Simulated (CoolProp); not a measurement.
Vapour-liquid equilibrium of acetone (1) + n-decane (2) at 0.163 MPa; x and y are mole fractions of (1).

Model: multi-fluid Helmholtz-energy mixture model, Lemmon 2006 and Lemmon 2006; pair parameters Bell 2016, in CoolProp.

**Question.** Give the bubble temperature and the first vapour's composition at x = 0.45, 0.65, 0.75. Is there an azeotrope?

**Answer.** x = 0.45: 84.3 °C, y = 0.977; x = 0.65: 79.2 °C, y = 0.984; x = 0.75: 77.2 °C, y = 0.987. No azeotrope shows between x = 0.05 and 0.95.

The pair parameters rest on a limited set of measurements; away from them the model extrapolates. With so large a gap from Raoult's law the liquid may split in two, which this calculation doesn't test in full.
